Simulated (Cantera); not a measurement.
Charge: 1 mol SiH2Cl2, 0.11 mol NO, 77 mol H2, 0.099 mol O2, at 1923.15 K and 1.33 mbar.

Method: chemical equilibrium by Gibbs-energy minimisation in Cantera with the NASA 1993 tables (ideal gas, pure condensed phases). Candidate condensed phases: H2O, NH4Cl, Si, SiO2, Si2N2O, Si3N4; 47 gas species. The tables' values for SiCl are old estimates; treat these amounts as uncertain. Gases not in the tables: Si2H6 and higher silanes. Kinetics and transport are ignored.

Base state: H2 0.939, H 0.0250, HCl 0.0224, Si 0.00716, SiO 0.00380, SiCl2 0.000789, N2 0.000677, Cl 0.000449 (mole fractions); condensed: gas only.

Q: What changes in the equilibrium state with this change: SiH2Cl2 replaced by SiH4?

A: 
| species | before | after |
|---|---|---|
| H2 | 0.939 | 0.962 |
| H | 0.0250 | 0.0253 |
| Si | 0.00716 | 0.00814 |
| HCl | 0.0224 | 0 |
| SiCl2 | 0.000789 | 0 |
| Cl | 0.000449 | 0 |

Q: What changes in the equilibrium state with this change: pressure from 1.33 mbar to 26.0 Pa?

A: 
```tsv
species	before	after
H2	0.939	0.908
H	0.0250	0.0557
HCl	0.0224	0.0227
Si	0.00716	0.00796
SiH2	3.55e-5	7.45e-6
SiCl2	0.000789	0.000182
Si2	3.44e-5	8.28e-6
```
